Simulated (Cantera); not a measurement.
Feed: 1 mol C2H6, 3 mol CO2, 1 mol H2, at 875 K and 8.25 Torr.

Equilibrium computed with Cantera from the NASA thermochemical tables; the gas is ideal and each condensed phase is pure. Candidate condensed phases: C, C6H6, C7H8, C8H18, H2O; 110 gas species. The numbers say what is thermodynamically allowed, not how fast it happens.

Base state: CO 0.472, H2 0.416, CO2 0.0835, H2O 0.0279, CH4 0.000263 (mole fractions); condensed: gas only.

Problem. What changes in the equilibrium state with this change: pressure from 8.25 Torr to 37500 Torr?

Solution. 
```json
[
 {"species": "H2O", "before": "0.0279", "after": "0.410"},
 {"species": "CO2", "before": "0.0835", "after": "0.351"},
 {"species": "CH4", "before": "0.000263", "after": "0.135"},
 {"species": "CO", "before": "0.472", "after": "0.0256"},
 {"species": "H2", "before": "0.416", "after": "0.0786"},
 {"species": "C2H6", "before": "<1e-9", "after": "1.17e-5"},
 {"species": "C(graphite), mol", "before": "0", "after": "2.30"}
]
```
The ideal-gas law is rough above about 30 bar.
